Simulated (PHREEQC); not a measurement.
1 kg of water holding 0.35 mol/kgw KCl and 0.0079 mol/kgw MgBr2 is evaporated at 30 °C; the solids stay in contact with the brine. The system is closed to CO2. Only these solids could form: Bischofite, Brucite, Carnallite, Sylvite, MgCl2_4H2O.

The series has 28 steps of water left (kg), from 1 to 0.005012.

The numbers come from PHREEQC with the Pitzer model, pitzer.dat.

Question: Which solids form, in which order, and at which step of the series does each first stand?

Answer: Sylvite from water left = 0.06418 kg.

Complexes and solids missing from the database can't appear.
